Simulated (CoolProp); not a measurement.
Saturation properties of n-decane (Tc = 344.5 °C, pc = 2101 kPa, ω = 0.488).

Values from CoolProp's reference Helmholtz-energy equation of state, Lemmon 2006. It is a short technical equation, of lower accuracy than the large ones.

| T (°C) | p (kPa) | vapour density (kg/m³) | vapour viscosity (µPa s) |
|---|---|---|---|
| 128.95 | 27.36 | 1.194 | 6.99 |
| 134.55 | 32.82 | 1.418 | 7.08 |
| 140.15 | 39.12 | 1.674 | 7.17 |
| 145.75 | 46.37 | 1.967 | 7.26 |
| 151.25 | 54.51 | 2.292 | 7.35 |
| 156.85 | 63.92 | 2.667 | 7.44 |
| 162.45 | 74.58 | 3.089 | 7.52 |
| 168.05 | 86.61 | 3.563 | 7.61 |
| 173.65 | 100.1 | 4.093 | 7.70 |
| 179.25 | 115.2 | 4.685 | 7.79 |
| 184.85 | 132.1 | 5.345 | 7.89 |
| 190.45 | 150.8 | 6.077 | 7.98 |
| 196.05 | 171.5 | 6.889 | 8.07 |
| 201.65 | 194.4 | 7.788 | 8.17 |
| 207.25 | 219.6 | 8.780 | 8.26 |

It boils at 174.1 °C under 1 atm.

Viscosity comes from a separate model (Huber 2004).
